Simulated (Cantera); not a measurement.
A perfectly stirred reactor is fed with CH4 : O2 : N2 = 1 : 4.88 : 18.3 (molar parts), at 1.00 atm; it is adiabatic with a 300 K inlet, and is followed from long to short residence time, starting on the burning branch (τ in s: 0.048, 0.025, 0.013, 0.0068, 0.0036, 0.0019, 0.00097, 0.00051, 0.00026, 0.00014, 7.2e-05, 3.8e-05).

Computed with Cantera and GRI-Mech 3.0 (53 species, 325 reactions).

Task: What does this change do: 0.068 parts H2 added?

Result: 
```
quantity                                                                           before                               after
------------------------------------------------  ---------------------------------------  ----------------------------------
state                                             not burning at any residence time tried                         not reached
x(CH4) at τ = 48.0 ms                                                              0.0414                            0.000156
x(O2) at τ = 48.0 ms                                                                0.202                               0.118
x(H2) at τ = 48.0 ms                                                               <1e-12                             9.15e-5
x(HCN) at τ = 48.0 ms                                                              <1e-12                            3.55e-10
x(O) at τ = 48.0 ms                                                                <1e-12                             4.90e-5
x(CH4) at τ = 0.970 ms                                                             0.0414                              0.0412
x(O2) at τ = 0.970 ms                                                               0.202                               0.201
x(H2) at τ = 0.970 ms                                                              <1e-12                             0.00280
x(HCN) at τ = 0.970 ms                                                             <1e-12                              <1e-12
x(O) at τ = 0.970 ms                                                               <1e-12                              <1e-12
blow-out, bracketed by the residence times tried                              not reached  burning at 25.0 ms, out at 13.0 ms
```

Task: What does this change do: inlet temperature 300 to 623 K?

Result: 
| quantity | before | after |
|---|---|---|
| state | not burning at any residence time tried | not reached |
| x(CH4) at τ = 48.0 ms | 0.0414 | 3.12e-5 |
| x(O2) at τ = 48.0 ms | 0.202 | 0.119 |
| x(H2) at τ = 48.0 ms | <1e-12 | 5.77e-5 |
| x(HCN) at τ = 48.0 ms | <1e-12 | 1.19e-9 |
| x(O) at τ = 48.0 ms | <1e-12 | 0.000134 |
| x(CH4) at τ = 0.970 ms | 0.0414 | 0.000517 |
| x(O2) at τ = 0.970 ms | 0.202 | 0.123 |
| x(H2) at τ = 0.970 ms | <1e-12 | 0.000776 |
| x(HCN) at τ = 0.970 ms | <1e-12 | 7.15e-9 |
| x(O) at τ = 0.970 ms | <1e-12 | 0.00102 |
| blow-out, bracketed by the residence times tried | not reached | burning at 0.510 ms, out at 0.260 ms |

Task: What does this change do: pressure from 1.00 atm to 13.8 atm?

Result: 
```
quantity                                                                           before                               after
------------------------------------------------  ---------------------------------------  ----------------------------------
state                                             not burning at any residence time tried                         not reached
x(CH4) at τ = 48.0 ms                                                              0.0414                             0.00168
x(O2) at τ = 48.0 ms                                                                0.202                               0.126
x(H2) at τ = 48.0 ms                                                               <1e-12                             8.51e-5
x(HCN) at τ = 48.0 ms                                                              <1e-12                            4.73e-12
x(O) at τ = 48.0 ms                                                                <1e-12                             2.18e-7
x(CH4) at τ = 0.970 ms                                                             0.0414                              0.0414
x(O2) at τ = 0.970 ms                                                               0.202                               0.202
x(H2) at τ = 0.970 ms                                                              <1e-12                              <1e-12
x(HCN) at τ = 0.970 ms                                                             <1e-12                              <1e-12
x(O) at τ = 0.970 ms                                                               <1e-12                              <1e-12
blow-out, bracketed by the residence times tried                              not reached  burning at 48.0 ms, out at 25.0 ms
```
The pressure lies above the range GRI-Mech 3.0 was tuned for (to about 10 atm).
